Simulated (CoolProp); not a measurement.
Hydrogen chloride along the isobar 9770 kPa: fugacity coefficient from the reference equation and from simpler models built on Tc = 51.5 °C, pc = 8314 kPa, ω = 0.130; each cubic takes its own stable root.

Model: reference Helmholtz-energy equation of state, Thol 2018, in CoolProp.

```
T (°C)          phase  reference
------  -------------  ---------
-39.55         liquid    0.08369
-22.65         liquid     0.1383
-5.75          liquid     0.2109
11.15          liquid     0.3007
28.05          liquid     0.4049
44.85          liquid     0.5177
61.75   supercritical     0.6249
78.65   supercritical     0.6870
95.55   supercritical     0.7318
```

Task: How far does each simpler model (Redlich-Kwong, Soave-Redlich-Kwong) lie from the reference over these 9 states: mean and median of the absolute difference, and the worst?

Result: 
- Redlich-Kwong: mean 10.2 %, median 9.7 %, worst +21.2 % at -39.55 °C and 9770 kPa
- Soave-Redlich-Kwong: mean 5.2 %, median 5.6 %, worst +7.0 % at 11.15 °C and 9770 kPa
